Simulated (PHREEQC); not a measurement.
Dissolve 0.0031 mol/kgw H3PO4, 0.014 mol/kgw HCl and 8.7e-05 mol/kgw H4SiO4 at 60 °C. Closed to the air; pH follows from the charge balance.

All values are PHREEQC results (ion-association model, phreeqc.dat), not measurements.

Precipitation was switched off in this run.

Task: What pH, specific conductance does the model give?

Result: pH 1.88; specific conductance 11000 µS/cm.

Task: In which forms is P present?

Result: H3PO4 71 %, H2PO4- 29 % of the P.

Away from 25 °C the constants follow the database's enthalpies or fits; those with neither stay at their 25 °C values.
